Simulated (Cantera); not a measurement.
Input (Python, Cantera):

```python
import numpy as np
import cantera as ct

gas = ct.Solution("gri30.yaml")
gas.TPX = 1375, 2666, {'H2': 0.0099, 'O2': 1}
inlet = ct.Reservoir(gas, clone=True)

reactor = ct.IdealGasConstPressureReactor(gas, energy="off", clone=False)
exhaust = ct.Reservoir(gas, clone=True)
tau = [0.76, 0.37, 0.18, 0.09, 0.044, 0.022, 0.011, 0.0052, 0.0026][0]
for a, b in ((inlet, reactor), (reactor, exhaust)):
    ct.MassFlowController(a, b, mdot=lambda t: reactor.mass / tau)
net = ct.ReactorNet([reactor])
show = ['H2', 'O2', 'H2O2', 'H2O', 'O', 'OH']

rows = []
print(f"{'tau/s':>10s}{'T/K':>9s}" + "".join(f"{s:>11s}" for s in show))
for tau in [0.76, 0.37, 0.18, 0.09, 0.044, 0.022, 0.011, 0.0052, 0.0026]:
    net.initial_time = 0.0
    net.advance(30 * tau)
    before = gas.X
    net.advance(40 * tau)
    drift = np.max(np.abs(gas.X - before) / (gas.X + 1e-9))
    rows.append([gas.T, *gas[show].X, drift])
    print(f"{tau:10.3e}{gas.T:9.1f}" + "".join(f"{x:11.3e}" for x in gas[show].X))
```

Output:

```
     tau/s      T/K         H2         O2       H2O2        H2O          O         OH
 7.600e-01   1375.0  2.210e-05  9.880e-01  1.227e-08  9.507e-03  1.843e-03  5.916e-04
 3.700e-01   1375.0  3.322e-05  9.871e-01  1.468e-08  9.416e-03  2.713e-03  7.194e-04
 1.800e-01   1375.0  5.003e-05  9.859e-01  1.704e-08  9.306e-03  3.806e-03  8.572e-04
 9.000e-02   1375.0  7.508e-05  9.847e-01  1.921e-08  9.185e-03  4.963e-03  9.912e-04
 4.400e-02   1375.0  1.177e-04  9.835e-01  2.144e-08  9.042e-03  6.070e-03  1.125e-03
 2.200e-02   1375.0  1.906e-04  9.826e-01  2.393e-08  8.873e-03  6.867e-03  1.256e-03
 1.100e-02   1375.0  3.242e-04  9.821e-01  2.730e-08  8.638e-03  7.292e-03  1.403e-03
 5.200e-03   1375.0  5.996e-04  9.819e-01  3.261e-08  8.236e-03  7.314e-03  1.603e-03
 2.600e-03   1375.0  1.077e-03  9.822e-01  3.913e-08  7.625e-03  6.922e-03  1.825e-03
```

Computed with Cantera and GRI-Mech 3.0 (53 species, 325 reactions). Radical loss at walls, strong at low pressure, is not modelled.
